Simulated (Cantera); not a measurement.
**Hydrocarbon pyrolysis for carbon deposition**

A perfectly stirred reactor is fed with C2H6 : N2 = 1 : 73 (molar parts), at 0.00533 atm; it is held at 1850 K, and followed from long to short residence time.

Computed with Cantera and GRI-Mech 3.0 (53 species, 325 reactions). GRI-Mech 3.0 stops at C3 and has no aromatics, soot or wall deposition, so with more carbon than oxygen in the feed, carbon stays in small species such as C2H2 where larger ones or solid carbon would form. Radical loss at walls, strong at low pressure, is not modelled.

| τ (s) | x C2H6 | x CH3 | x H | x H2 | x CH4 | x HCN |
|---|---|---|---|---|---|---|
| 30 | 2.16e-7 | 5.80e-5 | 0.000629 | 0.0258 | 0.000118 | 0.00277 |
| 6.1 | 1.07e-6 | 0.000140 | 0.000615 | 0.0254 | 0.000287 | 0.00127 |
| 1.3 | 4.94e-6 | 0.000315 | 0.000653 | 0.0248 | 0.000586 | 0.000603 |
| 0.26 | 2.37e-5 | 0.000718 | 0.000751 | 0.0234 | 0.00108 | 0.000287 |
| 0.054 | 0.000107 | 0.00161 | 0.000909 | 0.0210 | 0.00168 | 0.000139 |
| 0.011 | 0.000478 | 0.00359 | 0.00109 | 0.0164 | 0.00207 | 6.17e-5 |
| 0.0023 | 0.00201 | 0.00702 | 0.00108 | 0.00908 | 0.00146 | 2.16e-5 |
| 0.00047 | 0.00687 | 0.00806 | 0.000565 | 0.00198 | 0.000341 | 2.50e-6 |
x: mole fraction; the columns are a selection and need not sum to one.
